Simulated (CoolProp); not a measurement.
Aqueous potassium carbonate as a coolant, 22 % by mass, freezing at -10.2 °C, 1 atm.

Values from CoolProp's Melinder's fits for secondary coolants.

```
T (°C)  cp (kJ/(kg K))  Prandtl number  density (kg/m³)  viscosity (mPa s)
------  --------------  --------------  ---------------  -----------------
-5.7             3.195             [?]             1221               3.55
4.6              3.210            15.3             1218               2.64
14.8             3.225            11.7             1214                [?]
25.1               [?]            9.17             1209               1.66
35.4             3.255            7.34             1204               1.36
```

Q: Fill in the missing entries.

A: 
- -5.7, Prandtl number: 21.2
- 14.8, viscosity (mPa s): 2.06
- 25.1, cp (kJ/(kg K)): 3.240
